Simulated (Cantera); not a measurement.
A closed system holds: 1 mol FeS₂, 0.19 mol SO₂, 0.54 mol N₂, equilibrated at 848.15 K and 21.0 mbar.

Cantera equilibrium calculation (NASA polynomials, part measured and part estimated; ideal gas, pure solids and liquids). Candidate condensed phases: Fe, FeO, FeS, FeSO₄, FeS₂, Fe₂O₃, Fe₂(SO₄)₃, Fe₃O₄, S; 19 gas species. FeS: taken at fixed stoichiometry. Gases not in the tables: S₃ to S₇. Equilibrium is a limit: real reactors are often held back by kinetics, nucleation or transport.

Base state: N₂ 0.700, SO₂ 0.246, S₂ 0.0530, S₂O 0.00132 (mole fractions); condensed: FeS(s) + FeS₂(s).

What changes in the equilibrium state with this change: FeS₂ replaced by FeS?


```json
[
 {"species": "N₂", "before": "0.700", "after": "0.739"},
 {"species": "SO₂", "before": "0.246", "after": "0.253"},
 {"species": "S₂", "before": "0.0530", "after": "0.00767"},
 {"species": "S₂O", "before": "0.00132", "after": "0.000315"},
 {"species": "FeS(s), mol", "before": "0.0832", "after": "0.993"},
 {"species": "FeS₂(s), mol", "before": "0.917", "after": "0"},
 {"species": "Fe₃O₄(s), mol", "before": "0", "after": "0.00231"}
]
```

What changes in the equilibrium state with this change: temperature from 848.15 K to 1823 K?


```tsv
species	before	after
N₂	0.700	0.434
S₂	0.0530	0.389
SO₂	0.246	0.133
SO	3.00e-6	0.0364
Fe	<1e-9	0.000503
S	<1e-9	0.00384
S₂O	0.00132	0.00323
FeS(s), mol	0.0832	0
FeS₂(s), mol	0.917	0
FeS(l), mol	0	0.999
```
